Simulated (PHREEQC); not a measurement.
## Alkaline etch or developer: an equilibrium model

A solution holds 0.0015 mol/kgw NH3, 4.9e-05 mol/kgw H4SiO4 and 0.0024 mol/kgw Na2CO3, at 25 °C. Closed to the air; pH follows from the charge balance.

Computed with PHREEQC (ion-association model, phreeqc.dat).

Each row changes one thing in this solution. Precipitation was switched off in this run.

```tsv
case	pH	ionic strength (mol/kgw)	CO3-2 (mol/kgw)	NH3 (mol/kgw)	HCO3- (mol/kgw)	NaCO3- (mol/kgw)	SI of Quartz (SiO2)
as made	10.71	0.00648	0.00173	0.00145	0.000558	0.000109	-1.30
temperature from 25 to 55 °C	10.10	0.00568	0.00112	0.00147	0.00101	0.000269	-1.50
diluted 5-fold with water	10.35	0.00124	0.000257	0.000277	0.000219	3.92e-6	-1.67
NH3 from 0.0015 to 0.00015 mol/kgw	10.69	0.00641	0.00171	0.000144	0.000579	0.000108	-1.28
temperature from 25 to 50 °C	10.19	0.00582	0.00123	0.00146	0.000927	0.000240	-1.47
```

Species that the database lacks are ignored. At this temperature some constants are extrapolated from 25 °C, and those without enthalpy data are left unchanged.
